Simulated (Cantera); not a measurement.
# Reactions in the system H-N-O-V

Standard-state values (1 bar) from the NASA 1993 polynomials, evaluated with Cantera. Values are per mole of reaction as written; species without (g) are pure solids or liquids, kept so even where they would boil at 1 bar.

2 V₂O₃ + 2 NO₂(g) + 3 H₂(g) = 2 NH₃(g) + 2 V₂O₅

```csv
T (K),ΔH° (kJ),ΔS° (J/K),ΔG° (kJ),log10 K,condensed phases
2248,-713.1,-304.8,-28.0,0.65,"V₂O₃(s), V₂O₅(l)"
2323,-717.0,-306.5,-5.1,0.11,"V₂O₃(s), V₂O₅(l)"
2398,-952.6,-407.1,23.7,-0.52,"V₂O₃(l), V₂O₅(l)"
2473,-953.1,-407.3,54.3,-1.15,"V₂O₃(l), V₂O₅(l)"
2548,-953.6,-407.5,84.8,-1.74,"V₂O₃(l), V₂O₅(l)"
2623,-954.1,-407.7,115.4,-2.30,"V₂O₃(l), V₂O₅(l)"
```
